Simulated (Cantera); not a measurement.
Feed: 1 mol C6H6, 0.6 mol H2, 4.6 mol N2, held at 777 °C and 0.230 bar.

Cantera equilibrium calculation (NASA polynomials, part measured and part estimated; ideal gas, pure solids and liquids). Candidate condensed phases: C, C6H6, C7H8, C8H18; 92 gas species. Rates play no part.

Base state: N2 0.562, H2 0.435, CH4 0.00249, NH3 2.10e-5 (mole fractions); condensed: C(graphite).

Question: What changes in the equilibrium state with this change: temperature from 777 °C to 1600 °C?

Answer: 
| species | before | after |
|---|---|---|
| N2 | 0.562 | 0.559 |
| H2 | 0.435 | 0.436 |
| HCN | 5.50e-6 | 0.00426 |
| CH4 | 0.00249 | 2.67e-5 |
| H | 1.12e-8 | 0.000889 |
| C2H2 (acetylene) | 1.80e-9 | 0.000136 |
| HNC | 1.15e-8 | 0.000189 |
| C(graphite), mol | 5.98 | 5.96 |

Question: What changes in the equilibrium state with this change: C6H6 replaced by CO?

Answer: 
```csv
species,before,after
N2,0.562,0.743
CO,0,0.159
H2,0.435,0.0961
CO2,0,0.00124
H2O,0,0.000636
"C(graphite), mol",5.98,0.0108
```
Further candidate phases: H2O.

Question: What changes in the equilibrium state with this change: temperature from 777 °C to 2377 °C?

Answer: 
```json
[
 {"species": "N2", "before": "0.562", "after": "0.519"},
 {"species": "H2", "before": "0.435", "after": "0.364"},
 {"species": "H", "before": "1.12e-8", "after": "0.0590"},
 {"species": "HCN", "before": "5.50e-6", "after": "0.0438"},
 {"species": "C2H2 (acetylene)", "before": "1.80e-9", "after": "0.00715"},
 {"species": "HNC", "before": "1.15e-8", "after": "0.00604"},
 {"species": "CN", "before": "<1e-9", "after": "0.000501"},
 {"species": "C2H", "before": "<1e-9", "after": "0.000112"},
 {"species": "C(graphite), mol", "before": "5.98", "after": "5.45"}
]
```
